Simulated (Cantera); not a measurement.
Charge: 1 mol FeCl3, 1.1 mol H2O, 0.62 mol H2, equilibrated at 0.0133 bar.

Equilibrium computed with Cantera from the NASA thermochemical tables; the gas is ideal and each condensed phase is pure. Candidate condensed phases: Fe, FeCl2, FeCl3, FeO, Fe(OH)2, Fe(OH)3, Fe2O3, Fe3O4, H2O; 22 gas species. The tables' stoichiometric FeO is somewhat more stable than real wüstite, so its field is too wide. FeO: taken at fixed stoichiometry. The numbers say what is thermodynamically allowed, not how fast it happens. All values below are at 1125 K.

Base state: HCl 0.628, H2O 0.183, FeCl2 0.151, H2 0.0373, Fe2Cl4 0.000517, FeCl3 7.00e-5 (mole fractions); condensed: FeO(s).

Task: What changes in the equilibrium state with this change: H2 from 0.62 to 41 mol?

Result: 
| species | before | after |
|---|---|---|
| H2 | 0.0373 | 0.907 |
| HCl | 0.628 | 0.0660 |
| H2O | 0.183 | 0.0252 |
| FeCl2 | 0.151 | 0.00141 |
| Fe2Cl4 | 0.000517 | 4.51e-8 |
| FeCl3 | 7.00e-5 | 1.39e-8 |
| FeO(s), mol | 0.510 | 0 |
| Fe(α), mol | 0 | 0.938 |
